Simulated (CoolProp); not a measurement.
A Linde-Hampson liquefier for CF4 (R14): isothermal reversible compression at 320 K from 1 atm to 25 MPa, throttling to 1 atm, return gas leaving the recuperator 2 K below the feed. Each further row changes one setting.

The numbers come from the reference Helmholtz-energy equation of state, Platzer 1990 in CoolProp. This equation is an older, rougher fit; its heat capacities, sound speeds and derivatives of the liquid may be far off and weren't checked against measurements.

| case | liquid yield per pass | compression work (kJ/kg of gas) |
|---|---|---|
| as stated | 0.237 | 154 |
| high pressure 50 MPa | 0.245 | 178 |
| warm-end temperature 350 K | 0.183 | 173 |
| warm-end gap 7 K | 0.225 | 154 |
